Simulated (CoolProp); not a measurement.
Saturation properties of o-xylene.

Computed with CoolProp (reference Helmholtz-energy equation of state, Zhou 2012).

```
T (K)  p (bar)  vapour density (kg/m³)  enthalpy of vaporisation (kJ/kg)  liquid viscosity (µPa s)  liquid conductivity (mW/(m K))
-----  -------  ----------------------  --------------------------------  ------------------------  ------------------------------
445.8    2.028                   6.281                             324.4                       205                            94.3
449.7    2.214                   6.831                             321.7                       200                            93.5
453.6    2.412                   7.418                             319.0                       [?]                            92.6
457.5    2.625                   8.045                               [?]                       190                            91.8
461.3    2.845                   8.695                             313.6                       186                            91.1
465.2    3.086                   9.406                             310.8                       182                            90.3
469.1      [?]                   10.16                             307.9                       177                            89.5
473      3.614                   10.97                             305.0                       173                            88.8
476.9    3.903                     [?]                             302.0                       169                            88.0
480.8    4.208                   12.73                             299.0                       165                            87.3
484.7    4.532                   13.69                             296.0                       161                            86.6
488.6    4.874                   14.72                             292.9                       158                            85.9
492.4    5.225                   15.77                             289.8                       154                             [?]
```

**Question.** Fill in the missing entries.

**Answer.** 
- 453.6, liquid viscosity (µPa s): 195
- 457.5, enthalpy of vaporisation (kJ/kg): 316.3
- 469.1, p (bar): 3.342
- 476.9, vapour density (kg/m³): 11.82
- 492.4, liquid conductivity (mW/(m K)): 85.2

It boils at 417.5 K under 1 atm.

Viscosity comes from a separate model (Cao 2016). Thermal conductivity comes from a separate model (Mylona 2014).
